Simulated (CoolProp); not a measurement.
Values from CoolProp's reference Helmholtz-energy equation of state, Thol 2014.

### Question
Give the vapour pressure (kPa), liquid density (kg/m³), vapour density (kg/m³), liquid cp (kJ/(kg K)) of saturated chloromethane (R40) at 68.25, 74.65, 87.45 °C.

### Answer
| T (°C) | p (kPa) | liquid density (kg/m³) | vapour density (kg/m³) | liquid cp (kJ/(kg K)) |
|---|---|---|---|---|
| 68.25 | 1720 | 815 | 39.0 | 1.80 |
| 74.65 | 1970 | 798 | 45.1 | 1.85 |
| 87.45 | 2550 | 763 | 59.9 | 1.97 |
